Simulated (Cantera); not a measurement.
Input: 1 mol Al, 29 mol N2O, 14 mol N2, at 2075 K and 0.000480 bar.

Equilibrium computed with Cantera from the NASA thermochemical tables; the gas is ideal and each condensed phase is pure. Candidate condensed phases: Al, AlN, Al2O3; 16 gas species. The numbers say what is thermodynamically allowed, not how fast it happens.

### Question
What is the equilibrium state?

### Answer
| Quantity | Value |
|---|---|
| x(N2) | 0.744 |
| x(O2) | 0.222 |
| x(O) | 0.0251 |
| x(NO) | 0.00933 |
| n(Al2O3(s)) | 0.500 mol |
| gas amount | 57.47 mol |
| log10 activity of Al(l) (absent) | -9.72 |
